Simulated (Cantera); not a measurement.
**Thermodynamics of fluorocarbon and chlorocarbon gases, feed CCl4 + HCl + H2**

Feed: 1 mol CCl4, 1.4 mol HCl, 0.077 mol H2, held at 3075 K.

Method: chemical equilibrium by Gibbs-energy minimisation in Cantera with the NASA 1993 tables (ideal gas, pure condensed phases). Candidate condensed phases: C, C6H6, C7H8, C8H18; 91 gas species. The tables' values for CCl are old estimates; treat these amounts as uncertain. Rates play no part.

From 1.00e-5 bar to 0.00600 bar nothing is condensed. From 0.0220 bar to 1.00 bar the condensed part is C(graphite). The main C-bearing gas is C at 1.00e-5 bar and C3 at 1.00 bar.

```json
[
 {"P (Pa)": "1", "x Cl": "0.680", "x HCl": "5.02e-5", "x H": "0.196", "x C": "0.123", "x C3": "0.000122", "x H2": "9.78e-6", "x C2": "0.00103", "n C(graphite)": "0"},
 {"P (Pa)": "3.60", "x Cl": "0.683", "x HCl": "0.000182", "x H": "0.196", "x C": "0.116", "x C3": "0.00131", "x H2": "3.55e-5", "x C2": "0.00329", "n C(graphite)": "0"},
 {"P (Pa)": "13", "x Cl": "0.695", "x HCl": "0.000678", "x H": "0.199", "x C": "0.0902", "x C3": "0.00803", "x H2": "0.000132", "x C2": "0.00718", "n C(graphite)": "0"},
 {"P (Pa)": "46", "x Cl": "0.712", "x HCl": "0.00250", "x H": "0.202", "x C": "0.0530", "x C3": "0.0204", "x H2": "0.000481", "x C2": "0.00877", "n C(graphite)": "0"},
 {"P (Pa)": "170", "x Cl": "0.726", "x HCl": "0.00923", "x H": "0.198", "x C": "0.0255", "x C3": "0.0312", "x H2": "0.00171", "x C2": "0.00752", "n C(graphite)": "0"},
 {"P (Pa)": "600", "x Cl": "0.731", "x HCl": "0.0295", "x H": "0.178", "x C": "0.0117", "x C3": "0.0375", "x H2": "0.00486", "x C2": "0.00559", "n C(graphite)": "0"},
 {"P (Pa)": "2200", "x Cl": "0.736", "x HCl": "0.0803", "x H": "0.132", "x C": "0.00462", "x C3": "0.0309", "x H2": "0.00974", "x C2": "0.00319", "n C(graphite)": "0.248"},
 {"P (Pa)": "7700", "x Cl": "0.741", "x HCl": "0.160", "x H": "0.0744", "x C": "0.00132", "x C3": "0.00883", "x H2": "0.0109", "x C2": "0.000911", "n C(graphite)": "0.787"},
 {"P (Pa)": "28000", "x Cl": "0.726", "x HCl": "0.231", "x H": "0.0302", "x C": "0.000363", "x C3": "0.00243", "x H2": "0.00651", "x C2": "0.000250", "n C(graphite)": "0.935"},
 {"P (Pa)": "100000", "x Cl": "0.712", "x HCl": "0.269", "x H": "0.0100", "x C": "0.000102", "x C3": "0.000680", "x H2": "0.00256", "x C2": "7.01e-5", "n C(graphite)": "0.975"}
]
```
x: gas mole fraction; n: condensed amount in mol.
